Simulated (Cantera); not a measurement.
A Cantera script and what it prints.

```python
import numpy as np
import cantera as ct

gas_names = [...]  # 79 gases of nasa_gas.yaml made of B, Cl, F, H, O, Si
cond_names = """
    B(b) B(L) B2O3(L) B3O3H3(cr) H2O(s) H2O(L) Si(cr) Si(L) SiO2(Lqz) SiO2(hqz) SiO2(L)
""".split()


# ... load() reads the species with a 1 bar reference pressure and builds the phases ...
atoms = {
    'B2O3': {'B': 2, 'O': 3},
    'HF': {'H': 1, 'F': 1},
    'O2': {'O': 2},
    'SiCl4': {'Si': 1, 'CL': 4},
}
top_T = {}  # K; cautious upper limits of use, not melting points


# ... equilibrate(T, P, feed) seeds the gas with the atoms and calls Mixture.equilibrate('TP', solver="vcs", rtol=1e-11, max_steps=5000) ...
results = []
feed = {'B2O3': 1, 'HF': 50, 'O2': 3.2, 'SiCl4': 3.9}  # mol
T = 1248  # K
P = 290  # Pa
mix = equilibrate(T, P, feed)
results.append((T, P, feed, dict(zip(mix.species_names, mix.species_moles))))
print(gas.report(threshold=1e-05))
for i in range(1, mix.n_phases):
    print(f"{mix.phase(i).name:16s} {mix.phase_moles(i):12.5e} mol")
```

Result:

```
       temperature   1248 K
          pressure   290 Pa
           density   0.00088861 kg/m^3
  mean mol. weight   31.795 kg/kmol
   phase of matter   gas

                          1 kg             1 kmol
                     ---------------   ---------------
          enthalpy       -8.8534e+06        -2.815e+08  J
   internal energy       -9.1798e+06       -2.9187e+08  J
           entropy            9391.6        2.9861e+05  J/K
    Gibbs function       -2.0574e+07       -6.5416e+08  J
 heat capacity c_p            1206.3             38355  J/K
 heat capacity c_v            944.81             30041  J/K

                      mass frac. Y      mole frac. X     chem. pot. / RT
                     ---------------   ---------------   ---------------
               BF3          0.067438          0.031623           -154.38
               BOF         0.0050473         0.0035034           -100.44
                CL          0.006934         0.0062191           -20.913
               CL2         0.0042689         0.0019144           -41.826
              HBO2        9.8915e-05        7.1779e-05           -102.49
               HCL           0.30333           0.26454           -40.938
                HF           0.34013           0.54055           -55.989
               H2O          0.021225          0.037461           -58.035
                OH        5.6256e-06        1.0517e-05            -38.01
                O2          0.054151          0.053808            -35.97
              SiF4           0.19735          0.060291           -205.44
     [  +68 minor]        1.6128e-05        8.2705e-06

B(b)              0.00000e+00 mol
B2O3(L)           0.00000e+00 mol
B3O3H3(cr)        0.00000e+00 mol
Si(cr)            0.00000e+00 mol
SiO2(hqz)         4.74766e-01 mol
```

These are equilibrium values from Cantera (NASA tables, ideal gas, pure condensed phases), not measurements of a reactor. The tables hold silica as quartz up to 1696 K and as liquid above; real silica turns to tridymite and cristobalite and melts near 1996 K.
